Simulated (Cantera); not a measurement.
A perfectly stirred reactor is fed with 38.6 % H2, 35.1 % O2, 26.3 % N2, at 100000 Pa; it is held at 1100 K, and followed from long to short residence time.

Computed with Cantera and the H2/O2 subset of GRI-Mech 3.0, which has no nitrogen chemistry. The temperature is held fixed by assumption; the heat of reaction is taken as removed at once.

Problem. Predict: x(H2) at τ = 3.10 s; x(O2) at τ = 3.10 s; x(O) at τ = 3.10 s; x(OH) at τ = 3.10 s; x(H2O) at τ = 3.10 s; x(H2) at τ = 0.110 s; x(O2) at τ = 0.110 s; x(O) at τ = 0.110 s; x(OH) at τ = 0.110 s; x(H2O) at τ = 0.110 s.

Solution. x(H2) at τ = 3.10 s: 0.00262
x(O2) at τ = 3.10 s: 0.197
x(O) at τ = 3.10 s: 6.32e-7
x(OH) at τ = 3.10 s: 3.09e-6
x(H2O) at τ = 3.10 s: 0.475
x(H2) at τ = 0.110 s: 0.0254
x(O2) at τ = 0.110 s: 0.206
x(O) at τ = 0.110 s: 5.03e-6
x(OH) at τ = 0.110 s: 8.07e-6
x(H2O) at τ = 0.110 s: 0.447
